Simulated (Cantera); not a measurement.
Cantera with NASA thermochemical tables; ideal gases at 1 bar, condensed phases pure. Values are per mole of reaction as written; species without (g) are pure solids or liquids, kept so even where they would boil at 1 bar. The tables' values for BOCl are old estimates.

Cl₂(g) + 2 O(g) + 2 B = 2 BOCl(g)

| T (K) | ΔH° (kJ) | ΔS° (J/K) | ΔG° (kJ) | log10 K |
|---|---|---|---|---|
| 300 | -1131.0 | -82.1 | -1106.3 | 192.63 |
| 675 | [?] | [?] | [?] | [?] |
| 775 | -1137.2 | -94.3 | -1064.2 | 71.72 |
| 875 | -1138.6 | -96.0 | -1054.6 | 62.96 |
| 975 | -1140.0 | -97.5 | -1045.0 | 55.98 |
| 1075 | -1141.4 | -98.9 | -1035.1 | 50.30 |
| 1175 | [?] | [?] | [?] | [?] |

Problem. What belongs in the gaps?

Solution. 
- 675, ΔH° (kJ): -1135.8
- 675, ΔS° (J/K): -92.3
- 675, ΔG° (kJ): -1073.5
- 675, log10 K: 83.07
- 1175, ΔH° (kJ): -1142.8
- 1175, ΔS° (J/K): -100.1
- 1175, ΔG° (kJ): -1025.2
- 1175, log10 K: 45.57
